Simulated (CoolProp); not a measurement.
A single-stage vapour-compression cycle with CH2F2 (R32): evaporating at 283.15 K (dew point), condensing at 307.15 K (bubble point), superheat 5 K, subcooling 2 K, compressor efficiency 0.6, no pressure losses. Each further row changes one setting.

Model: reference Helmholtz-energy equation of state, Tillner-Roth 1997, in CoolProp.

| case | cooling COP | pressure ratio | discharge temperature (K) | refrigerating effect (kJ/kg) | volumetric capacity (kJ/m³) |
|---|---|---|---|---|---|
| as stated | ___ | 1.93 | 343.9 | 264 | 7700 |
| evaporating temperature 288.15 K | 7.90 | 1.67 | 336.1 | 265 | ___ |
| condensing temperature 302.15 K | 7.85 | ___ | ___ | 274 | 7980 |
| subcooling 7 K | 6.26 | 1.93 | 343.9 | 274 | 7990 |
| superheat 15 K | 5.91 | 1.93 | ___ | 276 | 7550 |
| compressor efficiency 0.5 | 5.03 | 1.93 | 351.0 | 264 | 7700 |

Question: Complete the blanks.

Answer: 
- as stated, cooling COP: 6.03
- evaporating temperature 288.15 K, volumetric capacity (kJ/m³): 8960
- condensing temperature 302.15 K, pressure ratio: 1.70
- condensing temperature 302.15 K, discharge temperature (K): 332.5
- superheat 15 K, discharge temperature (K): 356.4
